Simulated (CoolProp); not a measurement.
A Linde-Hampson liquefier for oxygen: isothermal reversible compression at 280 K from 1 atm to 15 MPa, throttling to 1 atm, return gas leaving the recuperator 5 K below the feed. Each further row changes one setting.

Computed with CoolProp (reference Helmholtz-energy equation of state, Schmidt 1985).

| case | liquid yield per pass | compression work (kJ/kg of gas) |
|---|---|---|
| as stated | ___ | 356 |
| high pressure 30 MPa | ___ | ___ |
| warm-end temperature 310 K | ___ | ___ |
| warm-end gap 10 K | ___ | 356 |

Problem. What belongs in the gaps?

Solution. 
- as stated, liquid yield per pass: 0.091
- high pressure 30 MPa, liquid yield per pass: 0.156
- high pressure 30 MPa, compression work (kJ/kg of gas): 402
- warm-end temperature 310 K, liquid yield per pass: 0.065
- warm-end temperature 310 K, compression work (kJ/kg of gas): 398
- warm-end gap 10 K, liquid yield per pass: 0.080

Above 300 K oxygen's equation is extrapolated.
